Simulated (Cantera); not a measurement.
Input: 1 mol trisilylamine, 2.8 mol NH₃, 20 mol H₂, held at 1875 K.

These are equilibrium values from Cantera (NASA tables, ideal gas, pure condensed phases), not measurements of a reactor. Candidate condensed phases: Si, Si₃N₄; 18 gas species. The feed counts by its element totals alone. Mutual solubility and eutectic melting of coexisting phases are not modelled. Gases not in the tables: Si₂H₆ and higher silanes. The numbers say what is thermodynamically allowed, not how fast it happens.

Q: What share of the Si ends up in condensed phases as a function of P (Pa), at 5, 15, 45, 140, 410, 1200, 3700, 11000, 33000, 100000?

A: 
```
P (Pa)  Si condensed (%)                as
------  ----------------  ----------------
5                    0.0                 -
15                  30.2             Si(l)
45                  77.7             Si(l)
140                 92.8             Si(l)
410                 97.5             Si(l)
1200                99.1             Si(l)
3700                99.6             Si(l)
11000               99.8             Si(l)
33000               99.9             Si(l)
100000              99.9  Si(l) + Si₃N₄(s)
```
